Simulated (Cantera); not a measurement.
**Ignition delay**

Mixture: CH4 : C2H6 : C3H8 : O2 : N2 : H2 = 1 : 0.071 : 0.46 : 10.6 : 39.8 : 0.21 (molar parts), equivalence ratio 0.44, at 9.87 atm, adiabatic and at constant pressure. Ignition delay is the time to a rise of 400 K.

Detailed kinetics in Cantera: GRI-Mech 3.0 (53 species, 325 reactions). GRI-Mech 3.0 was tuned for natural gas; its chemistry of propane as a main component is partial and can be far from experiment.

```
T0 (K)  delay (ms)
------  ----------
1125          2.23
1175          1.11
1225         0.566
1275         0.295
1325         0.158
1375        0.0868
1425        0.0498
1475        0.0299
```

apparent activation energy between 1375 and 1475 K: 180 kJ/mol
